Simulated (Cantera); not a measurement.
Cantera run:

```python
import numpy as np
import cantera as ct

gas_names = """
    H HNO HNO2 HNO3 HO2 H2 H2O H2O2 N NH NH2 NH3 NH2OH NO NO2 NO3 N2 N2H2 N2H4 N2O O OH O2 O3 Si SiH
    SiH2 SiH3 SiH4 SiN SiO SiO2 Si2 Si2N Si3
""".split()
cond_names = """
    H2O(s) H2O(L) Si(cr) Si(L) SiO2(Lqz) SiO2(hqz) SiO2(L) Si2N2O(s) Si3N4(a)
""".split()


# ... load() reads the species with a 1 bar reference pressure and builds the phases ...
atoms = {
    'SiH4': {'Si': 1, 'H': 4},
    'H2O': {'H': 2, 'O': 1},
    'N2': {'N': 2},
}
top_T = {'Si2N2O(s)': 2100, 'Si3N4(a)': 2400}  # K; cautious upper limits of use, not melting points


# ... equilibrate(T, P, feed) seeds the gas with the atoms and calls Mixture.equilibrate('TP', solver="vcs", rtol=1e-11, max_steps=5000) ...
results = []
feed = {'SiH4': 1, 'H2O': 1.2, 'N2': 1.1}  # mol
P = 98  # Pa
for T in [600, 650, 700, 750, 800, 850, 900, 950, 1000, 1050, 1100, 1150, 1200, 1250]:
    mix = equilibrate(T, P, feed)
    results.append((T, P, feed, dict(zip(mix.species_names, mix.species_moles))))
    x = sorted(zip(gas.X, gas.species_names), reverse=True)
    print(f"T = {T:g} K  P = {P:g} Pa  gas = {mix.phase_moles(0):.4g} mol")
    print("   x: " + "  ".join(f"{s} {v:.3e}" for v, s in x if v > 0.001))
    print("   condensed (mol): " + ("  ".join(f"{mix.phase(i).name} {mix.phase_moles(i):.4g}"
          for i in range(1, mix.n_phases) if mix.phase_moles(i) > 1e-12) or "none"))
```

Result:

```
T = 600 K  P = 98 Pa  gas = 4.033 mol
   x: H2 7.934e-01  N2 2.066e-01
   condensed (mol): SiO2(Lqz) 0.4667  Si2N2O(s) 0.2667
T = 650 K  P = 98 Pa  gas = 4.033 mol
   x: H2 7.934e-01  N2 2.066e-01
   condensed (mol): SiO2(Lqz) 0.4667  Si2N2O(s) 0.2667
T = 700 K  P = 98 Pa  gas = 4.033 mol
   x: H2 7.934e-01  N2 2.066e-01
   condensed (mol): SiO2(Lqz) 0.4667  Si2N2O(s) 0.2667
T = 750 K  P = 98 Pa  gas = 4.033 mol
   x: H2 7.934e-01  N2 2.066e-01
   condensed (mol): SiO2(Lqz) 0.4667  Si2N2O(s) 0.2667
T = 800 K  P = 98 Pa  gas = 4.033 mol
   x: H2 7.934e-01  N2 2.066e-01
   condensed (mol): SiO2(Lqz) 0.4667  Si2N2O(s) 0.2667
T = 850 K  P = 98 Pa  gas = 4.033 mol
   x: H2 7.934e-01  N2 2.066e-01
   condensed (mol): SiO2(hqz) 0.4667  Si2N2O(s) 0.2667
T = 900 K  P = 98 Pa  gas = 4.033 mol
   x: H2 7.934e-01  N2 2.066e-01
   condensed (mol): SiO2(hqz) 0.4667  Si2N2O(s) 0.2667
T = 950 K  P = 98 Pa  gas = 4.033 mol
   x: H2 7.934e-01  N2 2.066e-01
   condensed (mol): SiO2(hqz) 0.4667  Si2N2O(s) 0.2667
T = 1000 K  P = 98 Pa  gas = 4.033 mol
   x: H2 7.934e-01  N2 2.066e-01
   condensed (mol): SiO2(hqz) 0.4666  Si2N2O(s) 0.2667
T = 1050 K  P = 98 Pa  gas = 4.033 mol
   x: H2 7.934e-01  N2 2.066e-01
   condensed (mol): SiO2(hqz) 0.4666  Si2N2O(s) 0.2667
T = 1100 K  P = 98 Pa  gas = 4.033 mol
   x: H2 7.934e-01  N2 2.066e-01
   condensed (mol): SiO2(hqz) 0.4666  Si2N2O(s) 0.2667
T = 1150 K  P = 98 Pa  gas = 4.033 mol
   x: H2 7.934e-01  N2 2.066e-01
   condensed (mol): SiO2(hqz) 0.4666  Si2N2O(s) 0.2667
T = 1200 K  P = 98 Pa  gas = 4.033 mol
   x: H2 7.934e-01  N2 2.066e-01
   condensed (mol): SiO2(hqz) 0.4666  Si2N2O(s) 0.2667
T = 1250 K  P = 98 Pa  gas = 4.033 mol
   x: H2 7.933e-01  N2 2.066e-01
   condensed (mol): SiO2(hqz) 0.4666  Si2N2O(s) 0.2667
```

These are equilibrium values from Cantera (NASA tables, ideal gas, pure condensed phases), not measurements of a reactor. N2 is the only nitrogen source here; it is nearly inert below about 1500 K, so the nitride shown seldom forms there in practice. Mutual solubility and eutectic melting of coexisting phases are not modelled. The tables hold silica as quartz up to 1696 K and as liquid above; real silica turns to tridymite and cristobalite and melts near 1996 K.
